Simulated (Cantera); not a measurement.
Charge: 1 mol MgO, 0.088 mol HI, 0.076 mol N2, held at 1325 K and 0.100 bar.

Cantera equilibrium calculation (NASA polynomials, part measured and part estimated; ideal gas, pure solids and liquids). Candidate condensed phases: H2O, I2, Mg, MgI2, MgO, Mg(OH)2; 36 gas species. The numbers say what is thermodynamically allowed, not how fast it happens.

Base state: N2 0.412, I 0.221, HI 0.203, H2 0.127, I2 0.0167, H2O 0.00980, MgI2 0.00980 (mole fractions); condensed: MgO(s).

What changes in the equilibrium state with this change: temperature from 1325 K to 1448 K?


| species | before | after |
|---|---|---|
| N2 | 0.412 | 0.399 |
| I | 0.221 | 0.279 |
| H2 | 0.127 | 0.148 |
| HI | 0.203 | 0.143 |
| I2 | 0.0167 | 0.00804 |
| H2O | 0.00980 | 0.0116 |
| MgI2 | 0.00980 | 0.0116 |
| MgI | 1.22e-6 | 1.05e-5 |
| H | 1.85e-6 | 1.12e-5 |
| MgO(s), mol | 0.998 | 0.998 |
